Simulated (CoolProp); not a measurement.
Vapour-liquid equilibrium of cyclohexane (1) + toluene (2) at 842 kPa; x and y are mole fractions of (1).

Model: multi-fluid Helmholtz-energy mixture model, Zhou 2014 and Lemmon 2006; pair parameters Bell 2016, in CoolProp.

Q: Give the bubble temperature and the first vapour's composition at x = 0.2, 0.35, 0.8. Is there an azeotrope?

A: x = 0.2: 469.2 K, y = 0.308; x = 0.35: 462.9 K, y = 0.481; x = 0.8: 449.5 K, y = 0.857. No azeotrope shows between x = 0.05 and 0.95.

The pair parameters rest on a limited set of measurements; away from them the model extrapolates.
